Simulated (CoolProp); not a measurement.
Vapour-liquid equilibrium of hydrogen chloride (1) + propane (2) at 4.68 bar; x and y are mole fractions of (1).

Model: multi-fluid Helmholtz-energy mixture model, Thol 2018 and Lemmon 2009; pair parameters Bell 2016, in CoolProp.

```json
[
 {"x": "0.05", "bubble temperature (°C)": "-12.7", "y at the bubble point": "0.333", "dew temperature at overall composition x (°C)": "(withheld)", "liquid density (mol/L)": "12.70"},
 {"x": "0.15", "bubble temperature (°C)": "-29.2", "y at the bubble point": "0.653", "dew temperature at overall composition x (°C)": "-5.6", "liquid density (mol/L)": "13.95"},
 {"x": "0.25", "bubble temperature (°C)": "-38.1", "y at the bubble point": "0.775", "dew temperature at overall composition x (°C)": "-9.4", "liquid density (mol/L)": "15.13"},
 {"x": "0.35", "bubble temperature (°C)": "-43.0", "y at the bubble point": "0.831", "dew temperature at overall composition x (°C)": "-13.5", "liquid density (mol/L)": "16.33"},
 {"x": "0.45", "bubble temperature (°C)": "-45.9", "y at the bubble point": "0.861", "dew temperature at overall composition x (°C)": "-18.0", "liquid density (mol/L)": "17.63"},
 {"x": "0.55", "bubble temperature (°C)": "-47.7", "y at the bubble point": "0.881", "dew temperature at overall composition x (°C)": "-23.1", "liquid density (mol/L)": "19.10"},
 {"x": "0.65", "bubble temperature (°C)": "-49.0", "y at the bubble point": "0.897", "dew temperature at overall composition x (°C)": "-29.0", "liquid density (mol/L)": "20.82"},
 {"x": "0.75", "bubble temperature (°C)": "(withheld)", "y at the bubble point": "0.914", "dew temperature at overall composition x (°C)": "-36.1", "liquid density (mol/L)": "22.86"},
 {"x": "0.85", "bubble temperature (°C)": "-51.3", "y at the bubble point": "0.937", "dew temperature at overall composition x (°C)": "(withheld)", "liquid density (mol/L)": "25.34"},
 {"x": "0.95", "bubble temperature (°C)": "-52.4", "y at the bubble point": "0.973", "dew temperature at overall composition x (°C)": "-51.8", "liquid density (mol/L)": "28.40"}
]
```

Q: What belongs in the gaps?

A: 
- 0.05, dew temperature at overall composition x (°C): -2.1
- 0.75, bubble temperature (°C): -50.1
- 0.85, dew temperature at overall composition x (°C): -44.9

No azeotrope shows between x = 0.05 and 0.95.

The pair parameters rest on a limited set of measurements; away from them the model extrapolates. With so large a gap from Raoult's law the liquid may split in two, which this calculation doesn't test in full.
